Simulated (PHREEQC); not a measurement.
## Buffer: an equilibrium model

Make-up at 25 °C: 0.11 mol/kgw HF, 7.8e-05 mol/kgw Na2B4O7 and 0.00075 mol/kgw NaCl. Closed to the air; pH follows from the charge balance.

The numbers come from PHREEQC with the ion-association model, wateq4f.dat.

```yaml
pH: 2.10
ionic_strength: 0.00958 mol/kgw
total_alkalinity: -110 meq/kg
```

```tsv
species	molality	activity	log γ
HF	0.0716	0.0718	0.001
H2F2	0.0134	0.0134	0.001
H+	0.00868	0.00794	-0.039
F-	0.00668	0.00603	-0.045
HF2-	0.00184	0.00166	-0.045
Na+	0.000903	0.000817	-0.044
```

No solid was allowed to form. wateq4f.dat counts part of the HF as a dimer, H2F2, which phreeqc.dat doesn't know; its constant is uncertain. Real BF4- forms and hydrolyses slowly; the run takes it at equilibrium.
